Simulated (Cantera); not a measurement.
An isothermal, constant-pressure homogeneous reactor starts with 60.2 % CH4, 20.5 % H2O, 19.3 % H2, at 1275 K and 3980 Torr.

Computed with Cantera and GRI-Mech 3.0 (53 species, 325 reactions). GRI-Mech 3.0 stops at C3 and has no aromatics, soot or wall deposition, so with more carbon than oxygen in the feed, carbon stays in small species such as C2H2 where larger ones or solid carbon would form.

x: mole fraction; the columns are a selection and need not sum to one.

```
t (s)     x CH4  x H2O   x H2     x O      x CO   x CH2CO   x HCO
--------  -----  -----  -----  ------  --------  --------  ------
1.00e-6   0.602  0.205  0.193  <1e-12    <1e-12    <1e-12  <1e-12
3.72e-6   0.602  0.205  0.193  <1e-12    <1e-12    <1e-12  <1e-12
1.38e-5   0.602  0.205  0.193  <1e-12    <1e-12    <1e-12  <1e-12
5.14e-5   0.602  0.205  0.193  <1e-12    <1e-12    <1e-12  <1e-12
0.000191  0.602  0.205  0.193  <1e-12    <1e-12    <1e-12  <1e-12
0.000711  0.602  0.205  0.193  <1e-12    <1e-12    <1e-12  <1e-12
0.00265   0.602  0.205  0.193  <1e-12  3.47e-11    <1e-12  <1e-12
0.00984   0.602  0.205  0.193  <1e-12  8.68e-10    <1e-12  <1e-12
0.0366    0.602  0.205  0.193  <1e-12   2.08e-8  2.17e-12  <1e-12
0.136     0.601  0.205  0.193  <1e-12   2.76e-7  2.81e-10  <1e-12
0.506     0.598  0.204  0.196  <1e-12   1.64e-6       ___  <1e-12
1.88      0.586  0.203  0.204  <1e-12   9.12e-6       ___  <1e-12
7.00      0.557  0.201  0.225  <1e-12   7.03e-5       ___  <1e-12
```

Question: Fill in the missing entries.

Answer: 
- 0.506, x CH2CO: 9.55e-9
- 1.88, x CH2CO: 7.69e-8
- 7.00, x CH2CO: 2.51e-7
